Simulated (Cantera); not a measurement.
A closed system holds: 1 mol SiH4, 2.3 mol H2, 0.64 mol C3H8, held at 120 Pa.

These are equilibrium values from Cantera (NASA tables, ideal gas, pure condensed phases), not measurements of a reactor. Candidate condensed phases: C, C6H6, C7H8, C8H18, Si, SiC; 87 gas species. Equilibrium is a limit: real reactors are often held back by kinetics, nucleation or transport. All values below are at 925 °C.

Base state: H2 1.000, CH4 1.92e-5 (mole fractions); condensed: C(graphite) + SiC(s).

Q: What changes in the equilibrium state with this change: SiH4 replaced by Si(CH3)4?

A: 
```json
[
 {"species": "H2", "before": "1.000", "after": "1.000"},
 {"species": "CH4", "before": "1.92e-5", "after": "1.92e-5"},
 {"species": "C(graphite), mol", "before": "0.920", "after": "4.92"},
 {"species": "SiC(s), mol", "before": "1.00", "after": "1.00"}
]
```

Q: What changes in the equilibrium state with this change: SiH4 replaced by (CH3)2SiCl2?

A: 
```csv
species,before,after
H2,1.000,0.775
HCl,0,0.224
SiCl2,0,0.000255
SiCl4,0,0.000148
SiCl3,0,6.53e-5
SiHCl3,0,1.38e-5
CH4,1.92e-5,1.16e-5
"C(graphite), mol",0.920,2.92
"SiC(s), mol",1.00,0.996
```
The feed counts by its element totals alone. The tables' values for SiCl3 are old estimates; treat these amounts as uncertain.
